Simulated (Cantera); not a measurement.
An adiabatic, constant-pressure homogeneous reactor starts with H2 : O2 : N2 : H2O = 1 : 0.263 : 1.95 : 0.14 (molar parts), at 1323 K and 9.87 atm.

Cantera simulation using GRI-Mech 3.0 (53 species, 325 reactions); the numbers are that mechanism's predictions, not measurements. The hydrogen kinetics of GRI-Mech 3.0 are dated; newer H2 mechanisms differ, most at raised pressure.

One state of this run: T (K) = 2409; x H2 = 0.152; x O2 = 2.86e-6; x H2O = 0.215; x NO2 = 2.91e-10; x N2O = 8.66e-9; x NO = 2.55e-5. x: mole fraction; the columns are a selection and need not sum to one.

Task: Which value of t (s) does it belong to?
A) 0.00774
B) 0.000599
C) 0.00215
D) 1.00e-6

Result: B, 0.000599
